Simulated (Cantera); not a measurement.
Charge: 1 mol TEOS, a varied amount of H2O, equilibrated at 1600 K and 15.8 Torr.

Cantera equilibrium calculation (NASA polynomials, part measured and part estimated; ideal gas, pure solids and liquids). Candidate condensed phases: C, C6H6, C7H8, C8H18, H2O, Si, SiC, SiO2; 123 gas species. The feed counts by its element totals alone. The numbers say what is thermodynamically allowed, not how fast it happens.

Problem. At 1.6 mol H2O, list the 6 most abundant gas species with their mole fractions, and the condensed phases.

Solution. H2 0.674, CO 0.325, SiO 0.000941, H 0.000308, C2H2 (acetylene) 1.85e-5, CH4 1.56e-5. Condensed: C(graphite) + SiC(s).
